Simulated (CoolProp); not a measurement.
Values from CoolProp's reference Helmholtz-energy equation of state, Setzmann 1991.

For methane, give the phase and the speed of sound (m/s), Joule-Thomson coefficient (K/MPa), isothermal compressibility (1/MPa), expansivity (1/kK) at -116.55 °C and 3.31 bar; -116.55 °C and 11.4 bar; -116.55 °C and 88.8 bar.


- -116.55 °C and 3.31 bar: gas; speed of sound 320, Joule-Thomson coefficient 14.8, isothermal compressibility 3.17, expansivity 7.28
- -116.55 °C and 11.4 bar: gas; speed of sound 294, Joule-Thomson coefficient 16.2, isothermal compressibility 1.10, expansivity 11.3
- -116.55 °C and 88.8 bar: liquid; speed of sound 996, Joule-Thomson coefficient -0.176, isothermal compressibility 0.00547, expansivity 4.85
